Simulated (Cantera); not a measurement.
A Cantera script and what it prints.

```python
import numpy as np
import cantera as ct

gas_names = """
    N N2 Zr ZrN
""".split()
cond_names = """
    Zr(a) Zr(b) Zr(L) ZrN(s) ZrN(L)
""".split()


# ... load() reads the species with a 1 bar reference pressure and builds the phases ...
atoms = {
    'Zr': {'Zr': 1},
    'N2': {'N': 2},
}
top_T = {}  # K; cautious upper limits of use, not melting points


# ... equilibrate(T, P, feed) seeds the gas with the atoms and calls Mixture.equilibrate('TP', solver="vcs", rtol=1e-11, max_steps=5000) ...
results = []
feed = {'Zr': 1, 'N2': 48}  # mol
for P in [0.1, 0.5, 2.5, 13, 63, 320, 1600, 7900, 40000, 200000, 1000000]:
    for T in [1450, 1600, 1750, 1900, 2050, 2200, 2350, 2500, 2650, 2800]:
        mix = equilibrate(T, P, feed)
        results.append((T, P, feed, dict(zip(mix.species_names, mix.species_moles))))

for T, P, feed, n in results:
    print(f"{T:7g} {P:10.4g}  " + (" + ".join(c for c in cond_names if n.get(c, 0) > 1e-12) or "gas only"))
```

It prints:

```
   1450        0.1  ZrN(s)
   1600        0.1  ZrN(s)
   1750        0.1  ZrN(s)
   1900        0.1  ZrN(s)
   2050        0.1  ZrN(s)
   2200        0.1  ZrN(s)
   2350        0.1  gas only
   2500        0.1  gas only
   2650        0.1  gas only
   2800        0.1  gas only
   1450        0.5  ZrN(s)
   1600        0.5  ZrN(s)
   1750        0.5  ZrN(s)
   1900        0.5  ZrN(s)
   2050        0.5  ZrN(s)
   2200        0.5  ZrN(s)
   2350        0.5  gas only
   2500        0.5  gas only
   2650        0.5  gas only
   2800        0.5  gas only
   1450        2.5  ZrN(s)
   1600        2.5  ZrN(s)
   1750        2.5  ZrN(s)
   1900        2.5  ZrN(s)
   2050        2.5  ZrN(s)
   2200        2.5  ZrN(s)
   2350        2.5  ZrN(s)
   2500        2.5  gas only
   2650        2.5  gas only
   2800        2.5  gas only
   1450         13  ZrN(s)
   1600         13  ZrN(s)
   1750         13  ZrN(s)
   1900         13  ZrN(s)
   2050         13  ZrN(s)
   2200         13  ZrN(s)
   2350         13  ZrN(s)
   2500         13  ZrN(s)
   2650         13  gas only
   2800         13  gas only
   1450         63  ZrN(s)
   1600         63  ZrN(s)
   1750         63  ZrN(s)
   1900         63  ZrN(s)
   2050         63  ZrN(s)
   2200         63  ZrN(s)
   2350         63  ZrN(s)
   2500         63  ZrN(s)
   2650         63  ZrN(s)
   2800         63  gas only
   1450        320  ZrN(s)
   1600        320  ZrN(s)
   1750        320  ZrN(s)
   1900        320  ZrN(s)
   2050        320  ZrN(s)
   2200        320  ZrN(s)
   2350        320  ZrN(s)
   2500        320  ZrN(s)
   2650        320  ZrN(s)
   2800        320  ZrN(s)
   1450       1600  ZrN(s)
   1600       1600  ZrN(s)
   1750       1600  ZrN(s)
   1900       1600  ZrN(s)
   2050       1600  ZrN(s)
   2200       1600  ZrN(s)
   2350       1600  ZrN(s)
   2500       1600  ZrN(s)
   2650       1600  ZrN(s)
   2800       1600  ZrN(s)
   1450       7900  ZrN(s)
   1600       7900  ZrN(s)
   1750       7900  ZrN(s)
   1900       7900  ZrN(s)
   2050       7900  ZrN(s)
   2200       7900  ZrN(s)
   2350       7900  ZrN(s)
   2500       7900  ZrN(s)
   2650       7900  ZrN(s)
   2800       7900  ZrN(s)
   1450      4e+04  ZrN(s)
   1600      4e+04  ZrN(s)
   1750      4e+04  ZrN(s)
   1900      4e+04  ZrN(s)
   2050      4e+04  ZrN(s)
   2200      4e+04  ZrN(s)
   2350      4e+04  ZrN(s)
   2500      4e+04  ZrN(s)
   2650      4e+04  ZrN(s)
   2800      4e+04  ZrN(s)
   1450      2e+05  ZrN(s)
   1600      2e+05  ZrN(s)
   1750      2e+05  ZrN(s)
   1900      2e+05  ZrN(s)
   2050      2e+05  ZrN(s)
   2200      2e+05  ZrN(s)
   2350      2e+05  ZrN(s)
   2500      2e+05  ZrN(s)
   2650      2e+05  ZrN(s)
   2800      2e+05  ZrN(s)
   1450      1e+06  ZrN(s)
   1600      1e+06  ZrN(s)
   1750      1e+06  ZrN(s)
   1900      1e+06  ZrN(s)
   2050      1e+06  ZrN(s)
   2200      1e+06  ZrN(s)
   2350      1e+06  ZrN(s)
   2500      1e+06  ZrN(s)
   2650      1e+06  ZrN(s)
   2800      1e+06  ZrN(s)
```

Equilibrium computed with Cantera from the NASA thermochemical tables; the gas is ideal and each condensed phase is pure. ZrN: taken at fixed stoichiometry.
